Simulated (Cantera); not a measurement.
Charge: 1 mol SiO2, 0.0067 mol C, 5.7 mol N2, at 1673 K and 0.00990 bar.

Method: chemical equilibrium by Gibbs-energy minimisation in Cantera with the NASA 1993 tables (ideal gas, pure condensed phases). Candidate condensed phases: C, Si, SiC, SiO2, Si2N2O, Si3N4; 34 gas species. The tables hold silica as quartz up to 1696 K and as liquid above; real silica turns to tridymite and cristobalite and melts near 1996 K. Rates play no part.

Base state: N2 0.998, SiO 0.00118, CO 0.00117 (mole fractions); condensed: SiO2(β-quartz).

Task: What changes in the equilibrium state with this change: pressure from 0.00990 bar to 6.70 bar?

Result: 
```
species               before    after
-------------------  -------  -------
N2                     0.998    0.999
CO                   0.00117  0.00117
SiO                  0.00118  1.11e-5
SiO2(β-quartz), mol    0.993    0.996
Si2N2O(s), mol             0  0.00221
```
Mutual solubility and eutectic melting of coexisting phases are not modelled.
